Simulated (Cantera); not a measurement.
A perfectly stirred reactor is fed with CH2O : O2 : N2 = 0.0048 : 0.0072 : 1 (molar parts), equivalence ratio 0.67, at 20.0 bar; it is held at 1600 K, and followed from long to short residence time.

Detailed kinetics in Cantera: GRI-Mech 3.0 (53 species, 325 reactions). The pressure lies above the range GRI-Mech 3.0 was tuned for (to about 10 atm).

### Question
What does this change do: O2 0.0072 to 0.0018 parts?

### Answer
```json
[
 {"quantity": "x(CH2O) at τ = 0.890 s", "before": "1.03e-7", "after": "1.43e-7"},
 {"quantity": "x(O2) at τ = 0.890 s", "before": "0.00237", "after": "1.51e-6"},
 {"quantity": "x(CO2) at τ = 0.890 s", "before": "0.00473", "after": "0.00118"},
 {"quantity": "x(C2H6) at τ = 0.890 s", "before": "<1e-12", "after": "<1e-12"},
 {"quantity": "x(NO2) at τ = 0.890 s", "before": "3.14e-8", "after": "<1e-12"},
 {"quantity": "x(CH2O) at τ = 26.0 ms", "before": "1.33e-6", "after": "9.29e-7"},
 {"quantity": "x(O2) at τ = 26.0 ms", "before": "0.00242", "after": "9.30e-6"},
 {"quantity": "x(CO2) at τ = 26.0 ms", "before": "0.00463", "after": "0.00114"},
 {"quantity": "x(C2H6) at τ = 26.0 ms", "before": "<1e-12", "after": "<1e-12"},
 {"quantity": "x(NO2) at τ = 26.0 ms", "before": "6.76e-8", "after": "3.85e-12"}
]
```

### Question
What does this change do: temperature 1600 to 1025 K?

### Answer
```tsv
quantity	before	after
x(CH2O) at τ = 0.890 s	1.03e-7	3.48e-5
x(O2) at τ = 0.890 s	0.00237	0.00310
x(CO2) at τ = 0.890 s	0.00473	0.00334
x(C2H6) at τ = 0.890 s	<1e-12	<1e-12
x(NO2) at τ = 0.890 s	3.14e-8	1.09e-10
x(CH2O) at τ = 26.0 ms	1.33e-6	0.000285
x(O2) at τ = 26.0 ms	0.00242	0.00457
x(CO2) at τ = 26.0 ms	0.00463	0.000976
x(C2H6) at τ = 26.0 ms	<1e-12	<1e-12
x(NO2) at τ = 26.0 ms	6.76e-8	4.21e-12
```
